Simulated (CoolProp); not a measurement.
Vapour-liquid equilibrium of propylene (1) + R152A (2) at 0.0432 MPa; x and y are mole fractions of (1).

Model: multi-fluid Helmholtz-energy mixture model, Lemmon 2013 and Outcalt 1996; pair parameters Bell 2016, in CoolProp.

```
x     bubble temperature (K)  y at the bubble point  dew temperature at overall composition x (K)  liquid density (mol/L)
----  ----------------------  ---------------------  --------------------------------------------  ----------------------
0.05                   225.5                  0.304                                         230.6                   15.92
0.2                    215.9                  0.652                                         227.7                   15.87
0.35                   212.1                  0.755                                         224.5                   15.69
0.5                    210.4                  0.800                                         220.6                   15.48
0.65                   209.5                  0.832                                         216.0                   15.29
0.8                    208.8                  0.872                                         210.4                   15.13
0.95                   208.4                  0.952                                         208.4                   15.02
```

No azeotrope shows between x = 0.05 and 0.95.

The pair parameters rest on a limited set of measurements; away from them the model extrapolates.
